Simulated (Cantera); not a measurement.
What does this Cantera script print?

```python
import numpy as np
import cantera as ct

gas = ct.Solution("h2o2.yaml")
gas.TPX = 400, 101325, {'H2': 1, 'O2': 0.294, 'N2': 1.11}
inlet = ct.Reservoir(gas, clone=True)
gas.equilibrate("HP")  # start burning
reactor = ct.IdealGasConstPressureReactor(gas, energy="on", clone=False)
exhaust = ct.Reservoir(gas, clone=True)
tau = [0.07, 0.036, 0.019, 0.0096, 0.005, 0.0026, 0.0013, 0.00069, 0.00036, 0.00018, 9.5e-05, 4.9e-05][0]
for a, b in ((inlet, reactor), (reactor, exhaust)):
    ct.MassFlowController(a, b, mdot=lambda t: reactor.mass / tau)
net = ct.ReactorNet([reactor])
show = ['H2', 'O2', 'H2O2', 'O', 'OH', 'H2O', 'HO2']

rows = []
print(f"{'tau/s':>10s}{'T/K':>9s}" + "".join(f"{s:>11s}" for s in show))
for tau in [0.07, 0.036, 0.019, 0.0096, 0.005, 0.0026, 0.0013, 0.00069, 0.00036, 0.00018, 9.5e-05, 4.9e-05]:
    net.initial_time = 0.0
    net.advance(30 * tau)
    before = gas.X
    net.advance(40 * tau)
    drift = np.max(np.abs(gas.X - before) / (gas.X + 1e-9))
    rows.append([gas.T, *gas[show].X, drift])
    print(f"{tau:10.3e}{gas.T:9.1f}" + "".join(f"{x:11.3e}" for x in gas[show].X))
```

Output:

```
     tau/s      T/K         H2         O2       H2O2          O         OH        H2O        HO2
 7.000e-02   2222.4  1.926e-01  3.393e-05  6.794e-09  2.143e-05  1.106e-03  2.766e-01  1.877e-08
 3.600e-02   2211.9  1.919e-01  5.331e-05  1.037e-08  3.443e-05  1.387e-03  2.760e-01  3.220e-08
 1.900e-02   2197.2  1.909e-01  8.299e-05  1.592e-08  5.732e-05  1.763e-03  2.752e-01  5.505e-08
 9.600e-03   2175.1  1.894e-01  1.346e-04  2.520e-08  1.015e-04  2.295e-03  2.740e-01  9.675e-08
 5.000e-03   2146.2  1.876e-01  2.158e-04  3.874e-08  1.759e-04  2.933e-03  2.724e-01  1.619e-07
 2.600e-03   2107.8  1.851e-01  3.483e-04  5.931e-08  3.011e-04  3.685e-03  2.704e-01  2.644e-07
 1.300e-03   2054.5  1.818e-01  5.787e-04  9.369e-08  5.165e-04  4.552e-03  2.676e-01  4.358e-07
 6.900e-04   1992.8  1.781e-01  9.154e-04  1.446e-07  8.136e-04  5.317e-03  2.644e-01  6.840e-07
 3.600e-04   1915.1  1.736e-01  1.455e-03  2.313e-07  1.235e-03  5.942e-03  2.606e-01  1.095e-06
 1.800e-04   1816.7  1.685e-01  2.379e-03  3.901e-07  1.806e-03  6.262e-03  2.556e-01  1.859e-06
 9.500e-05   1712.7  1.641e-01  3.808e-03  6.311e-07  2.405e-03  6.116e-03  2.501e-01  3.185e-06
 4.900e-05   1593.6  1.623e-01  6.578e-03  9.857e-07  3.051e-03  5.486e-03  2.420e-01  6.101e-06
```

Model: the H2/O2 subset of GRI-Mech 3.0, which has no nitrogen chemistry, integrated in Cantera.
